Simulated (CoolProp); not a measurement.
A single-stage vapour-compression cycle with n-butane: evaporating at 252.15 K (dew point), condensing at 286.15 K (bubble point), superheat 5 K, subcooling 5 K, compressor efficiency 0.6, no pressure losses. Each further row changes one setting.

Model: reference Helmholtz-energy equation of state, Bücker 2006, in CoolProp.

```csv
case,cooling COP,pressure ratio,discharge temperature (K),refrigerating effect (kJ/kg),volumetric capacity (kJ/m³)
as stated,4.08,3.81,311.1,345,413
evaporating temperature 257.15 K,4.97,3.05,307.5,[?],[?]
condensing temperature 281.15 K,4.88,[?],304.1,356,[?]
subcooling 10 K,4.22,3.81,311.1,356,[?]
superheat 15 K,4.10,3.81,321.6,360,415
compressor efficiency 0.5,3.40,3.81,320.3,345,413
```

Question: Fill in the missing entries.

Answer: 
- evaporating temperature 257.15 K, refrigerating effect (kJ/kg): 352
- evaporating temperature 257.15 K, volumetric capacity (kJ/m³): 519
- condensing temperature 281.15 K, pressure ratio: 3.20
- condensing temperature 281.15 K, volumetric capacity (kJ/m³): 428
- subcooling 10 K, volumetric capacity (kJ/m³): 427
